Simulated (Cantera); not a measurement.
**Adiabatic ignition**

An adiabatic, constant-volume homogeneous reactor starts with CH4 : H2 : O2 : N2 : CO2 = 1 : 0.1 : 1.28 : 14.1 : 1.7 (molar parts), at 1125 K and 4730 Torr.

Computed with Cantera and GRI-Mech 3.0 (53 species, 325 reactions).

```tsv
t (s)	T (K)	P (bar)	x CH4	x H2	x O2	x O	x HO2
9.00e-6	1125	6.30	0.0550	0.00550	0.0704	3.02e-12	2.72e-9
2.17e-5	1125	6.30	0.0550	0.00550	0.0704	4.89e-12	6.66e-9
5.22e-5	1125	6.30	0.0550	0.00550	0.0704	9.52e-12	1.67e-8
0.000126	1125	6.30	0.0550	0.00550	0.0704	2.18e-11	4.38e-8
0.000303	1125	6.30	0.0550	0.00550	0.0704	6.28e-11	1.30e-7
0.000731	1125	6.30	0.0550	0.00550	0.0704	3.10e-10	5.31e-7
0.00176	1125	6.30	0.0550	0.00549	0.0704	3.06e-9	2.34e-6
0.00424	1127	6.31	0.0548	0.00545	0.0702	4.59e-9	3.28e-6
0.0102	1135	6.36	0.0539	0.00542	0.0694	9.71e-9	6.84e-6
0.0246	1870	10.9	0.000506	0.0167	2.26e-8	9.00e-9	1.79e-11
0.0593	1864	10.9	5.35e-6	0.0182	2.17e-8	9.64e-9	1.56e-11
0.143	1864	10.9	6.11e-11	0.0182	2.24e-8	1.00e-8	1.63e-11
0.345	1864	10.9	5.80e-11	0.0182	2.24e-8	1.00e-8	1.63e-11
0.830	1864	10.9	5.80e-11	0.0182	2.24e-8	1.00e-8	1.63e-11
2.00	1864	10.9	5.79e-11	0.0182	2.24e-8	1.00e-8	1.63e-11
```
x: mole fraction; the columns are a selection and need not sum to one.

```
Item                                                                   Value
---------------------------------  -----------------------------------------
time of steepest temperature rise                                    19.1 ms
temperature at 2.00 s                                                 1864 K
equilibrium temperature                                               1864 K
x(CH4) at 2.00 s                   5.79e-11 (gas-phase equilibrium 6.22e-11)
x(H2) at 2.00 s                        0.0182 (gas-phase equilibrium 0.0182)
x(O2) at 2.00 s                      2.24e-8 (gas-phase equilibrium 2.24e-8)
```
